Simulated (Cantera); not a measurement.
Feed: 1 mol CH3SiCl3, 1.3 mol H2, held at 1002 °C.

These are equilibrium values from Cantera (NASA tables, ideal gas, pure condensed phases), not measurements of a reactor. Candidate condensed phases: C, C6H6, C7H8, C8H18, Si, SiC; 109 gas species. The feed counts by its element totals alone. The numbers say what is thermodynamically allowed, not how fast it happens.

Task: What share of the Si ends up in condensed phases as a function of P (Pa), at 100, 320, 1000, 3200, 10000, 32000, 100000?

Result: 
```json
[
 {"P (Pa)": "100", "Si condensed (%)": "90.1", "as": "SiC(s)"},
 {"P (Pa)": "320", "Si condensed (%)": "85.1", "as": "SiC(s)"},
 {"P (Pa)": "1000", "Si condensed (%)": "78.5", "as": "SiC(s)"},
 {"P (Pa)": "3200", "Si condensed (%)": "70.8", "as": "SiC(s)"},
 {"P (Pa)": "10000", "Si condensed (%)": "63.0", "as": "SiC(s)"},
 {"P (Pa)": "32000", "Si condensed (%)": "55.4", "as": "SiC(s)"},
 {"P (Pa)": "100000", "Si condensed (%)": "48.7", "as": "SiC(s)"}
]
```
